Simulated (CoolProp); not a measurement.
Vapour-liquid equilibrium of cyclohexane (1) + n-nonane (2) at 0.608 bar; x and y are mole fractions of (1).

Model: multi-fluid Helmholtz-energy mixture model, Zhou 2014 and Lemmon 2006; pair parameters Bell 2016, in CoolProp.

Q: Give the bubble temperature and the first vapour's composition at x = 0.35, 0.425, 0.575. Is there an azeotrope?

A: x = 0.35: 93.8 °C, y = 0.810; x = 0.425: 89.0 °C, y = 0.860; x = 0.575: 80.8 °C, y = 0.925. No azeotrope shows between x = 0.05 and 0.95.

The pair parameters rest on a limited set of measurements; away from them the model extrapolates.
